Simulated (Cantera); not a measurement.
# Hydrocarbon pyrolysis for carbon deposition

A perfectly stirred reactor is fed with C2H6 : N2 = 4.8 : 2.9 (molar parts), at 0.593 Torr; it is held at 1300 K, and followed from long to short residence time.

Cantera simulation using GRI-Mech 3.0 (53 species, 325 reactions); the numbers are that mechanism's predictions, not measurements. GRI-Mech 3.0 stops at C3 and has no aromatics, soot or wall deposition, so with more carbon than oxygen in the feed, carbon stays in small species such as C2H2 where larger ones or solid carbon would form. Radical loss at walls, strong at low pressure, is not modelled.

| τ (s) | x C2H6 | x CH4 | x CH2 | x C2H2 | x HCN |
|---|---|---|---|---|---|
| 6.1 | 0.0131 | 0.193 | 1.81e-7 | 0.169 | 2.32e-9 |
| 2.1 | 0.0349 | 0.208 | 3.34e-7 | 0.119 | 1.80e-9 |
| 0.74 | 0.0873 | 0.195 | 5.89e-7 | 0.0695 | 1.40e-9 |
| 0.26 | 0.197 | 0.143 | 8.92e-7 | 0.0307 | 1.04e-9 |
| 0.090 | 0.369 | 0.0702 | 1.03e-6 | 0.00857 | 7.15e-10 |
| 0.031 | 0.528 | 0.0200 | 7.58e-7 | 0.00103 | 4.08e-10 |
| 0.011 | 0.601 | 0.00346 | 2.88e-7 | 4.09e-5 | 1.34e-10 |
| 0.0038 | 0.620 | 0.000503 | 6.05e-8 | 4.56e-7 | 1.17e-11 |
| 0.0013 | 0.623 | 7.32e-5 | 7.39e-9 | 1.99e-9 | <1e-12 |
x: mole fraction; the columns are a selection and need not sum to one.
